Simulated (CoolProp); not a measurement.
A simple Rankine cycle with n-hexane: condensing at 319.15 K, boiler at 0.421 MPa, turbine inlet 435.4 K, turbine efficiency 0.85, pump efficiency 0.6, no recuperator. Each further row changes one setting.

Values from CoolProp's reference Helmholtz-energy equation of state, Thol 2019.

| case | thermal efficiency (%) | net work (kJ/kg) | heat in (kJ/kg) | turbine exit temperature (K) | volume ratio over the turbine |
|---|---|---|---|---|---|
| as stated | 12.2 | 70.5 | 576 | 397.7 | 8.91 |
| turbine inlet 455.4 K | (withheld) | 74.5 | 624 | (withheld) | (withheld) |
| condensing temperature 311.15 K | 13.5 | 80.0 | 594 | (withheld) | 12.0 |
| boiler pressure 0.295 MPa | 10.4 | (withheld) | 580 | 404.5 | 6.17 |
| turbine efficiency 0.75 | 10.8 | 62.1 | 576 | 401.7 | 9.01 |

**Question.** Fill in the missing entries.

**Answer.** 
- turbine inlet 455.4 K, thermal efficiency (%): 11.9
- turbine inlet 455.4 K, turbine exit temperature (K): 418.0
- turbine inlet 455.4 K, volume ratio over the turbine: 8.84
- condensing temperature 311.15 K, turbine exit temperature (K): 393.0
- boiler pressure 0.295 MPa, net work (kJ/kg): 60.4
